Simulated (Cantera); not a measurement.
An isothermal, constant-pressure homogeneous reactor starts with 29.5 % H2, 32.1 % O2, 38.5 % N2, equivalence ratio 0.46, at 1000 K and 0.987 atm.

Model: GRI-Mech 3.0 (53 species, 325 reactions), integrated in Cantera. The temperature is held fixed by assumption; the heat of reaction is taken as removed at once.

x: mole fraction; the columns are a selection and need not sum to one.

```csv
t (s),x H2,x O2,x OH,x NO,x N2O,x H
3.00e-6,0.295,0.321,1.05e-11,<1e-12,<1e-12,1.76e-10
2.62e-5,0.295,0.321,3.29e-10,<1e-12,<1e-12,___
0.000228,0.158,0.265,0.000170,6.50e-8,4.19e-9,___
0.00199,0.150,0.263,2.49e-7,1.69e-8,4.57e-9,___
0.0173,0.128,0.253,9.17e-7,2.44e-8,5.98e-9,___
0.151,0.0164,0.209,8.87e-7,1.07e-8,1.95e-8,___
1.32,0.000202,0.203,7.85e-8,9.42e-10,3.00e-8,3.26e-10
11.5,1.90e-6,0.203,2.35e-8,3.45e-9,2.87e-8,1.48e-12
100,6.74e-11,0.203,2.13e-7,6.87e-8,1.55e-8,<1e-12
```

**Question.** Fill in the missing entries.

**Answer.** 
- 2.62e-5, x H: 4.39e-9
- 0.000228, x H: 0.000454
- 0.00199, x H: 8.76e-7
- 0.0173, x H: 2.26e-6
- 0.151, x H: 2.76e-7
